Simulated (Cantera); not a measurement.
Input (Python, Cantera) and output of one run.

```python
import numpy as np
import cantera as ct

gas_names = [...]  # 91 gases of nasa_gas.yaml made of C, Cl, H
cond_names = """
    C(gr) C6H6(L) C7H8(L) C8H18(L),n-octa
""".split()


# ... load() reads the species with a 1 bar reference pressure and builds the phases ...
atoms = {
    'CH3Cl': {'C': 1, 'H': 3, 'CL': 1},
    'H2': {'H': 2},
}
top_T = {'C(gr)': 4500}  # K; cautious upper limits of use, not melting points


# ... equilibrate(T, P, feed) seeds the gas with the atoms and calls Mixture.equilibrate('TP', solver="vcs", rtol=1e-11, max_steps=5000) ...
results = []
feed = {'CH3Cl': 1, 'H2': 0.88}  # mol
P = 24  # Pa
for T in [1275, 1375, 1475, 1575, 1675, 1775, 1875, 1975, 2075, 2175]:
    mix = equilibrate(T, P, feed)
    results.append((T, P, feed, dict(zip(mix.species_names, mix.species_moles))))

top = {s: max(r[3][s] / sum(r[3][g] for g in gas_names) for r in results) for s in gas_names}
cols = sorted((s for s in top if top[s] > 1e-05), key=lambda s: -top[s])[:8]
seen = [c for c in cond_names if any(r[3].get(c, 0) > 1e-12 for r in results)]
print("log10 of partial pressures in bar; condensed amounts in mol")
print(f"{'T/K':>10s}" + "".join(f"{s[:9]:>10s}" for s in cols + seen))
for T, P, feed, n in results:
    ng = sum(n[g] for g in gas_names)
    print(f"{T:10.4g}" + "".join(f"{np.log10(max(n[s] / ng * P / 1e5, 1e-99)):10.3f}" for s in cols)
          + "".join(f"{n.get(c, 0):10.4g}" for c in seen))
```

Output:

```
log10 of partial pressures in bar; condensed amounts in mol
       T/K        H2       HCL         H        CL C2H2,acet       C2H     C(gr)
      1275    -3.805    -4.079    -8.035    -8.380   -10.221   -17.891         1
      1375    -3.805    -4.079    -7.368    -7.724    -9.555   -16.210         1
      1475    -3.805    -4.080    -6.790    -7.156    -8.981   -14.759         1
      1575    -3.806    -4.081    -6.284    -6.659    -8.482   -13.493    0.9999
      1675    -3.808    -4.084    -5.839    -6.223    -8.044   -12.381    0.9998
      1775    -3.813    -4.091    -5.445    -5.838    -7.659   -11.395    0.9995
      1875    -3.822    -4.107    -5.095    -5.500    -7.322   -10.519    0.9988
      1975    -3.841    -4.136    -4.785    -5.205    -7.029    -9.737    0.9976
      2075    -3.876    -4.187    -4.513    -4.956    -6.782    -9.040    0.9956
      2175    -3.935    -4.272    -4.279    -4.753    -6.587    -8.422    0.9925
```

Equilibrium computed with Cantera from the NASA thermochemical tables; the gas is ideal and each condensed phase is pure.
